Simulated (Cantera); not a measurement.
## Abatement and gas-phase synthesis: HBr + H2O + H2

Input: 1 mol HBr, a varied amount of H2O, 0.4 mol H2, equilibrated at 2025 °C and 0.130 bar.

Equilibrium computed with Cantera from the NASA thermochemical tables; the gas is ideal and each condensed phase is pure. Candidate condensed phases: Br2, H2O; 12 gas species. Rates play no part.

| n(H2O) (mol) | log p H2O | log p H2 | log p HBr | log p Br | log p H | log p OH | log p O2 |
|---|---|---|---|---|---|---|---|
| 0.61 | -1.45 | -1.46 | -1.47 | -1.62 | -2.75 | -3.54 | -5.36 |
| 1.9 | -1.16 | -1.64 | -1.71 | -1.77 | -2.84 | -3.16 | -4.42 |
| 3.2 | -1.08 | -1.76 | -1.88 | -1.87 | -2.90 | -3.01 | -4.01 |
| 4.4 | -1.04 | -1.84 | -2.00 | -1.95 | -2.94 | -2.93 | -3.77 |
| 5.7 | -1.01 | -1.90 | -2.10 | -2.02 | -2.97 | -2.87 | -3.59 |
| 7 | -0.99 | -1.96 | -2.19 | -2.08 | -3.00 | -2.83 | -3.45 |
| 8.3 | -0.98 | -2.00 | -2.26 | -2.14 | -3.02 | -2.80 | -3.35 |
log p: log10 of the partial pressure in bar; nothing condenses.

From 0.61 mol H2O to 8.3 mol H2O nothing is condensed.
